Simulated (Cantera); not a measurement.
A closed system holds: 1 mol SiHCl3, 0.41 mol Cl2, 17 mol H2, at 0.390 bar.

Equilibrium computed with Cantera from the NASA thermochemical tables; the gas is ideal and each condensed phase is pure. Candidate condensed phases: Si; 19 gas species. Gases not in the tables: Si2H6 and higher silanes. The numbers say what is thermodynamically allowed, not how fast it happens.

Q: Which condensed phases are stable at each of these points (T (°C)): 577, 652, 727, 802, 877, 952, 1027, 1102, 1177, 1252, 1327, 1402, 1477?

A: 
```json
[
 {"T (°C)": "577", "condensed phases": "gas only", "Si condensed (%)": "0.0"},
 {"T (°C)": "652", "condensed phases": "gas only", "Si condensed (%)": "0.0"},
 {"T (°C)": "727", "condensed phases": "gas only", "Si condensed (%)": "0.0"},
 {"T (°C)": "802", "condensed phases": "Si(s)", "Si condensed (%)": "2.8"},
 {"T (°C)": "877", "condensed phases": "Si(s)", "Si condensed (%)": "7.3"},
 {"T (°C)": "952", "condensed phases": "Si(s)", "Si condensed (%)": "11.7"},
 {"T (°C)": "1027", "condensed phases": "Si(s)", "Si condensed (%)": "14.7"},
 {"T (°C)": "1102", "condensed phases": "Si(s)", "Si condensed (%)": "15.5"},
 {"T (°C)": "1177", "condensed phases": "Si(s)", "Si condensed (%)": "14.5"},
 {"T (°C)": "1252", "condensed phases": "Si(s)", "Si condensed (%)": "13.0"},
 {"T (°C)": "1327", "condensed phases": "Si(s)", "Si condensed (%)": "11.4"},
 {"T (°C)": "1402", "condensed phases": "Si(s)", "Si condensed (%)": "10.0"},
 {"T (°C)": "1477", "condensed phases": "Si(l)", "Si condensed (%)": "12.6"}
]
```

From 577 °C to 727 °C nothing is condensed. From 802 °C to 1402 °C the condensed part is Si(s). At 1477 °C the condensed part is Si(l).
